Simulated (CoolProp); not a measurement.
CH2F2 (R32) along the isotherm 196.6 K: density (kg/m³) from the reference equation and from simpler models built on Tc = 351.3 K, pc = 5783 kPa, ω = 0.277; each cubic takes its own stable root.

Computed with CoolProp (reference Helmholtz-energy equation of state, Tillner-Roth 1997).

| p (kPa) | phase | reference | van der Waals | Redlich-Kwong | Soave-Redlich-Kwong | Peng-Robinson |
|---|---|---|---|---|---|---|
| 45.7 | liquid | 1280 | 1.468 | 1.474 | 992.1 | 1118 |
| 71.2 | liquid | 1280 | 2.298 | 963.6 | 992.2 | 1118 |
| 111 | liquid | 1280 | 3.612 | 963.7 | 992.2 | 1118 |
| 173 | liquid | 1280 | 5.704 | 963.8 | 992.3 | 1118 |
| 269 | liquid | 1280 | 9.061 | 964.0 | 992.4 | 1118 |
| 418 | liquid | 1280 | 652.1 | 964.2 | 992.6 | 1118 |
| 651 | liquid | 1280 | 652.7 | 964.6 | 992.8 | 1119 |
| 1010 | liquid | 1281 | 653.5 | 965.1 | 993.2 | 1119 |
| 1580 | liquid | 1282 | (withheld) | 966.0 | 993.9 | 1120 |
| 2460 | liquid | 1283 | 656.7 | (withheld) | 994.9 | 1121 |
| 3830 | liquid | 1284 | 659.6 | 969.5 | 996.4 | 1122 |
| 5960 | liquid | 1287 | 663.8 | 972.6 | 998.7 | 1124 |
| 9280 | liquid | 1291 | 669.8 | 977.3 | 1002 | 1127 |
| 14500 | liquid | 1298 | 678.0 | (withheld) | 1007 | 1132 |

Q: What belongs in the gaps?

A: 
- 1580, van der Waals: 654.8
- 2460, Redlich-Kwong: 967.4
- 14500, Redlich-Kwong: 984.1

At some of these states van der Waals, Redlich-Kwong gives the other phase, because its saturation line lies elsewhere.
